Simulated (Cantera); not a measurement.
A perfectly stirred reactor is fed with CH4 : N2 = 1 : 7 (molar parts), at 750 Torr; it is held at 1500 K, and followed from long to short residence time.

Cantera simulation using GRI-Mech 3.0 (53 species, 325 reactions); the numbers are that mechanism's predictions, not measurements. GRI-Mech 3.0 stops at C3 and has no aromatics, soot or wall deposition, so with more carbon than oxygen in the feed, carbon stays in small species such as C2H2 where larger ones or solid carbon would form.

What does this change do: temperature 1500 to 1900 K?


```csv
quantity,before,after
x(CH4) at τ = 2.50 s,0.0505,0.00156
x(C2H4) at τ = 2.50 s,0.00111,0.000110
x(H) at τ = 2.50 s,3.83e-6,0.000321
x(HCN) at τ = 2.50 s,7.16e-9,0.000271
x(CH2) at τ = 2.50 s,1.26e-9,1.42e-7
x(CH4) at τ = 0.120 s,0.108,0.00695
x(C2H4) at τ = 0.120 s,0.00127,0.000130
x(H) at τ = 0.120 s,9.89e-7,0.000298
x(HCN) at τ = 0.120 s,3.45e-10,4.39e-5
x(CH2) at τ = 0.120 s,3.66e-9,5.74e-7
```
